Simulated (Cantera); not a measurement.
A freely propagating, adiabatic, planar premixed flame of H2 : O2 : N2 : H2O = 1 : 0.943 : 3.55 : 0.92 (molar parts), equivalence ratio 0.53, unburnt at 723 K and 100.0 Torr; mixture-averaged transport, grid criteria slope 0.08 and curve 0.16, no radiation.

Cantera simulation using the H2/O2 subset of GRI-Mech 3.0, which has no nitrogen chemistry; the numbers are that mechanism's predictions, not measurements. Burning velocities carry a grid error of a few per cent, more on coarse grids. Lean hydrogen flames are cellular in practice and burn faster than this planar one.

Q: Predict: laminar burning velocity; thermal thickness; peak x(OH); peak x(H); peak x(H2O2).

A: 
| Property | Result |
|---|---|
| laminar burning velocity | 542 cm/s |
| thermal thickness | 6.26 mm |
| peak x(OH) | 0.00922 |
| peak x(H) | 0.0279 |
| peak x(H2O2) | 1.94e-6 |
